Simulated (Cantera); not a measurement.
Feed: 1 mol Ta2O5, 0.81 mol CH4, 1.3 mol CO, equilibrated at 980000 Pa.

Cantera equilibrium calculation (NASA polynomials, part measured and part estimated; ideal gas, pure solids and liquids). Candidate condensed phases: C, C6H6, C7H8, C8H18, H2O, Ta, TaC, Ta2O5; 113 gas species. Mutual solubility and eutectic melting of coexisting phases are not modelled. TaC: taken at fixed stoichiometry. Condensed phases not in the tables: Ta2C. Kinetics and transport are ignored.

x: gas mole fraction; n: condensed amount in mol.

```csv
T (K),x CO,x H2,x H2O,x H,x CO2,n TaC(s),n Ta2O5(s),n Ta2O5(l)
1948,0.534,0.457,0.00654,[?],0.00174,0.240,0.880,0
1998,0.534,0.457,0.00680,[?],0.00174,0.240,0.880,0
2048,0.534,0.457,0.00706,[?],0.00173,0.240,0.880,0
2098,0.534,0.457,0.00717,[?],0.00170,0.240,0,0.880
2148,0.534,0.456,0.00725,[?],0.00166,0.240,0,0.880
2198,0.534,0.456,0.00731,[?],0.00162,0.240,0,0.880
2248,0.534,0.456,0.00737,[?],0.00159,0.240,0,0.880
2298,0.534,0.455,0.00741,[?],0.00155,0.240,0,0.880
2348,0.534,0.455,0.00745,[?],0.00152,0.240,0,0.880
2398,0.533,0.454,0.00749,[?],0.00149,0.240,0,0.880
2448,0.533,0.454,0.00751,[?],0.00146,0.240,0,0.880
2498,0.533,0.453,0.00753,[?],0.00143,0.240,0,0.880
2548,0.533,0.452,0.00755,[?],0.00141,0.240,0,0.880
```

Task: Complete the blanks.

Result: 
- 1948, x H: 0.000244
- 1998, x H: 0.000346
- 2048, x H: 0.000483
- 2098, x H: 0.000664
- 2148, x H: 0.000899
- 2198, x H: 0.00120
- 2248, x H: 0.00158
- 2298, x H: 0.00206
- 2348, x H: 0.00266
- 2398, x H: 0.00339
- 2448, x H: 0.00428
- 2498, x H: 0.00536
- 2548, x H: 0.00664
